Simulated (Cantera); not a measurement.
Premixed flame

A freely propagating, adiabatic, planar premixed flame of CH4 : CO : O2 : N2 : CO2 = 1 : 0.11 : 2.7 : 10.2 : 0.29 (molar parts), unburnt at 675 K and 525 Torr; unity-Lewis-number transport, grid criteria slope 0.08 and curve 0.16, no radiation.

Computed with Cantera and GRI-Mech 3.0 (53 species, 325 reactions). Unity Lewis numbers drop preferential diffusion, which matters most where H2 and H carry the flame. Burning velocities carry a grid error of a few per cent, more on coarse grids.

| z (mm) | T (K) | u (m/s) | x CH4 | x CO | x O2 | x O | x H2O2 | x H2O |
|---|---|---|---|---|---|---|---|---|
| -1.59 | 676 | 1.07 | 0.0699 | 0.00771 | 0.189 | <1e-8 | <1e-8 | 5.53e-5 |
| -1.06 | 679 | 1.08 | 0.0696 | 0.00783 | 0.188 | <1e-8 | 7.97e-8 | 0.000460 |
| -0.796 | 693 | 1.10 | 0.0688 | 0.00825 | 0.187 | <1e-8 | 3.10e-7 | 0.00181 |
| -0.531 | 744 | 1.18 | 0.0654 | 0.00989 | 0.182 | 2.61e-8 | 1.17e-6 | 0.00717 |
| -0.265 | 1004 | 1.60 | 0.0481 | 0.0185 | 0.155 | 4.30e-6 | 4.68e-6 | 0.0350 |
| -0.133 | 1311 | 2.11 | 0.0268 | 0.0291 | 0.122 | 0.000101 | 5.39e-6 | 0.0696 |
| 0 | 1646 | 2.68 | 0.00535 | 0.0390 | 0.0819 | 0.00174 | 8.75e-7 | 0.108 |
| 0.133 | 1775 | 2.89 | 0.000253 | 0.0346 | 0.0627 | 0.00570 | 4.18e-7 | 0.121 |
| 0.265 | 1821 | 2.96 | 7.66e-6 | 0.0279 | 0.0575 | 0.00682 | 3.61e-7 | 0.122 |
| 0.531 | 1885 | 3.05 | 1.79e-8 | 0.0209 | 0.0539 | 0.00631 | 2.79e-7 | 0.123 |
| 1.06 | 1962 | 3.16 | <1e-8 | 0.0157 | 0.0513 | 0.00471 | 1.95e-7 | 0.127 |
| 2.12 | 2037 | 3.26 | <1e-8 | 0.0112 | 0.0492 | 0.00296 | 1.32e-7 | 0.131 |
| 4.25 | 2098 | 3.34 | <1e-8 | 0.00708 | 0.0473 | 0.00165 | 9.31e-8 | 0.134 |
x: mole fraction of selected species; z is measured from the peak of heat release.

| Property | Value |
|---|---|
| laminar burning velocity | 107 cm/s |
| thermal thickness | 0.531 mm |
| peak x(O) | 0.00684 |
| peak x(H2O2) | 5.87e-6 |
| grid points | 123 |
